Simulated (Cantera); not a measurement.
A closed system holds: 1 mol SiC, 0.039 mol CO₂, 240 mol H₂, 0.019 mol O₂, at 1877 °C and 0.825 Torr.

These are equilibrium values from Cantera (NASA tables, ideal gas, pure condensed phases), not measurements of a reactor. Candidate condensed phases: C, C₆H₆, C₇H₈, C₈H₁₈, H₂O, Si, SiC, SiO₂; 123 gas species. Kinetics and transport are ignored.

Base state: H₂ 0.875, H 0.119, Si 0.00353, C₂H₂ (acetylene) 0.00152, CO 0.000451, SiC₂ 0.000251, SiH 5.35e-5, Si₂C 3.10e-5 (mole fractions); condensed: gas only.

Question: What changes in the equilibrium state with this change: SiC replaced by Si?

Answer: 
```json
[
 {"species": "H₂", "before": "0.875", "after": "0.877"},
 {"species": "H", "before": "0.119", "after": "0.119"},
 {"species": "Si", "before": "0.00353", "after": "0.00354"},
 {"species": "C₂H₂ (acetylene)", "before": "0.00152", "after": "2.57e-9"},
 {"species": "SiO", "before": "1.15e-6", "after": "0.000300"},
 {"species": "SiC₂", "before": "0.000251", "after": "<1e-9"},
 {"species": "Si₂C", "before": "3.10e-5", "after": "4.06e-8"},
 {"species": "CO", "before": "0.000451", "after": "0.000152"}
]
```
